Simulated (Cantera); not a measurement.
What does this Cantera script print?

```python
import numpy as np
import cantera as ct

gas_names = """
    C CO CO2 C2 C2O C3 C3O2 C4 C5 Ca CaO Ca2 O O2 O3
""".split()
cond_names = """
    C(gr) Ca(a) Ca(b) Ca(L) CaCO3(caL) CaO(s) CaO(L)
""".split()


# ... load() reads the species with a 1 bar reference pressure and builds the phases ...
atoms = {
    'CaO': {'Ca': 1, 'O': 1},
    'O2': {'O': 2},
    'CO2': {'C': 1, 'O': 2},
}
top_T = {'C(gr)': 4500}  # K; cautious upper limits of use, not melting points


# ... equilibrate(T, P, feed) seeds the gas with the atoms and calls Mixture.equilibrate('TP', solver="vcs", rtol=1e-11, max_steps=5000) ...
results = []
feed = {'CaO': 1, 'O2': 0.16, 'CO2': 0.069}  # mol
P = 130000  # Pa
for T in [975, 1050, 1125, 1200, 1275, 1350, 1425, 1500, 1575, 1650]:
    mix = equilibrate(T, P, feed)
    results.append((T, P, feed, dict(zip(mix.species_names, mix.species_moles))))

top = {s: max(r[3][s] / sum(r[3][g] for g in gas_names) for r in results) for s in gas_names}
cols = sorted((s for s in top if top[s] > 0.001), key=lambda s: -top[s])[:9]
seen = [c for c in cond_names if any(r[3].get(c, 0) > 1e-12 for r in results)]
print("log10 of partial pressures in bar; condensed amounts in mol")
print(f"{'T/K':>10s}" + "".join(f"{s[:9]:>10s}" for s in cols + seen))
for T, P, feed, n in results:
    ng = sum(n[g] for g in gas_names)
    print(f"{T:10.4g}" + "".join(f"{np.log10(max(n[s] / ng * P / 1e5, 1e-99)):10.3f}" for s in cols)
          + "".join(f"{n.get(c, 0):10.4g}" for c in seen))
```

It prints:

```
log10 of partial pressures in bar; condensed amounts in mol
       T/K        O2       CO2 CaCO3(caL    CaO(s)
       975     0.103    -1.489   0.06491    0.9351
      1050     0.062    -0.837   0.04883    0.9512
      1125    -0.042    -0.407         0         1
      1200    -0.042    -0.407         0         1
      1275    -0.042    -0.407         0         1
      1350    -0.042    -0.407         0         1
      1425    -0.042    -0.407         0         1
      1500    -0.042    -0.407         0         1
      1575    -0.042    -0.407         0         1
      1650    -0.042    -0.407         0         1
```

Equilibrium computed with Cantera from the NASA thermochemical tables; the gas is ideal and each condensed phase is pure. Mutual solubility and eutectic melting of coexisting phases are not modelled.
